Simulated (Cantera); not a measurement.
Charge: 1 mol SiCl4, 4.7 mol H2, equilibrated at 1075 K and 1950 Torr.

Equilibrium computed with Cantera from the NASA thermochemical tables; the gas is ideal and each condensed phase is pure. Candidate condensed phases: Si; 19 gas species. The tables' values for SiCl3 are old estimates; treat these amounts as uncertain. The numbers say what is thermodynamically allowed, not how fast it happens.

Base state: H2 0.786, SiCl4 0.138, HCl 0.0385, SiHCl3 0.0351, SiCl3 0.00105, SiH2Cl2 0.00104, SiCl2 0.000125 (mole fractions); condensed: gas only.

### Question
What changes in the equilibrium state with this change: 0.011 mol N2 added?

### Answer
```json
[
 {"species": "H2", "before": "0.786", "after": "0.783"},
 {"species": "SiCl4", "before": "0.138", "after": "0.140"},
 {"species": "HCl", "before": "0.0385", "after": "0.0447"},
 {"species": "SiHCl3", "before": "0.0351", "after": "0.0305"},
 {"species": "SiH2Cl2", "before": "0.00104", "after": "0.000776"},
 {"species": "SiCl2", "before": "0.000125", "after": "9.37e-5"},
 {"species": "SiCl3", "before": "0.00105", "after": "0.000909"},
 {"species": "Si3N4(s), mol", "before": "0", "after": "0.00550"}
]
```
N2 is the only nitrogen source here; it is nearly inert below about 1500 K, so the nitride shown seldom forms there in practice. Further candidate phases: NH4Cl, Si3N4.
